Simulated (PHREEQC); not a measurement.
Model water analysis in mg/kgw, 25 °C, pH 2.2, pe 12: Na 669; K 1.3; Ca 251; Mg 125; Cl 238; S(6) as SO4 2740; Zn 1.88; F 5.7; N(5) as NO3 58.6; Fe(3) 0.939; Si as SiO2 20.3.

Valence states are taken as typed.

Equilibrium calculation in PHREEQC: ion-association model, wateq4f.dat.

```tsv
quantity	before	after
ionic strength (mol/kgw)	0.0735	0.0603
SO4-2 (mol/kgw)	0.0174	0.00926
HSO4- (mol/kgw)	0.00551	0.0135
Ca+2 (mol/kgw)	0.00385	0.00409
Mg+2 (mol/kgw)	0.00298	0.00225
F- (mol/kgw)	3.41e-5	1.17e-5
SI of Chalcedony (SiO2)	+0.09	-0.49
SI of Gypsum (CaSO4:2H2O)	-0.35	-0.45
```

### Question
Which change was made?
(A) temperature from 25 to 85 °C at the same typed pH
(B) Mg from 125 to 62.5 mg/kgw
(C) Si from 20.3 to 40.6 mg/kgw

### Answer
A, temperature from 25 to 85 °C at the same typed pH

No solid was allowed to form. Some of these states are supersaturated (in Hematite (slow to form), Quartz (slow to form), Goethite (slow to form), for instance). Away from 25 °C the constants follow the database's enthalpies or fits; those with neither stay at their 25 °C values. SiF6-2 is the database's only silicon fluoride. Fluoro complexes past AlF4- and FeF3 are missing from the database.
